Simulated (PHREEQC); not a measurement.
Make-up at 25 °C: 0.0026 mol TMAH, 0.0051 mol CO2 and 0.00088 mol K3PO4 per kg of water. Closed to the air; pH follows from the charge balance.

The numbers come from PHREEQC with the ion-association model, phreeqc.dat.

### Question
The ionic strength comes out as 0.00557 mol/kgw. What activity coefficients do HPO4-2, HCO3-, K+, KHPO4-, H2PO4- get?

### Answer
HPO4-2 0.73, HCO3- 0.92, K+ 0.92, KHPO4- 0.92, H2PO4- 0.92.

No solid was allowed to form. Species that the database lacks are ignored. (CH3)4N+ isn't in the database: it is added as a free cation with an ion size of 4 Å.
